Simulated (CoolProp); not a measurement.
Vapour-liquid equilibrium of cis-2-butene (1) + methanol (2) at 376.3 K; x and y are mole fractions of (1).

The numbers come from the multi-fluid Helmholtz-energy mixture model, Lemmon 2005 and de Reuck 1993; pair parameters Bell 2016 in CoolProp.

```tsv
x	bubble pressure (MPa)	y at the bubble point	dew pressure at overall composition x (MPa)	liquid density (mol/L)
0.05	0.6839	0.428	0.4116	20.87
0.125	1.032	0.625	0.4476	19.22
0.2	1.266	0.698	0.4899	17.73
0.275	1.402	0.731	0.5406	16.39
0.35	1.472	0.747	0.6026	15.17
0.425	1.504	0.755	0.6803	14.07
0.5	1.521	0.760	0.7805	13.08
0.575	1.535	0.765	0.9147	12.19
0.65	1.552	0.775	1.103	11.41
0.725	1.572	0.792	1.378	10.72
0.8	1.587	0.820	1.578	10.14
0.875	1.588	0.864	1.585	9.640
0.95	1.558	0.933	1.547	9.228
```

y crosses x between x = 0.8 and 0.875: the model has an azeotrope there.

The pair parameters rest on a limited set of measurements; away from them the model extrapolates. With so large a gap from Raoult's law the liquid may split in two, which this calculation doesn't test in full.
